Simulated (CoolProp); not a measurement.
p-xylene at 351.86 K and 0.00423 MPa is throttled through a valve to 0.00221 MPa with no heat exchange. Each further row changes one setting.

Model: reference Helmholtz-energy equation of state, Zhou 2012, in CoolProp.

```json
[
 {"case": "as stated", "temperature change (K)": "-0.1", "final density (kg/m³)": "[?]"},
 {"case": "outlet pressure 0.000663 MPa", "temperature change (K)": "[?]", "final density (kg/m³)": "[?]"},
 {"case": "outlet pressure 0.00287 MPa", "temperature change (K)": "-0.1", "final density (kg/m³)": "[?]"}
]
```

### Question
Complete the blanks.

### Answer

- as stated, final density (kg/m³): 0.0804
- outlet pressure 0.000663 MPa, temperature change (K): -0.2
- outlet pressure 0.000663 MPa, final density (kg/m³): 0.0241
- outlet pressure 0.00287 MPa, final density (kg/m³): 0.104
